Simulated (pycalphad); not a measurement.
CALPHAD calculation (pycalphad, COST 507 light-alloy database (1999)), 1 atm. These are 1990s assessments: newer ones move some temperatures and phases. Kinetics are ignored, which matters at the lower temperatures.

**Question.** How does the equilibrium phase assembly of Hf-12.4B (at.%) change on cooling from 3127 °C to 277 °C?

**Answer.** 
```json
[
 {"T (°C)": "1964.7", "phases above": "liquid", "phases below": "bcc + liquid"},
 {"T (°C)": "1880.5", "phases above": "bcc + liquid", "phases below": "bcc + BM"},
 {"T (°C)": "1790.7", "phases above": "bcc + BM", "phases below": "BM + hcp"}
]
```
Changes were sought between steps of 75 K, so a narrower field can be missed.

Database names, with the compositions (at.%) that they take in these runs: BM: Hf 50 B 50.
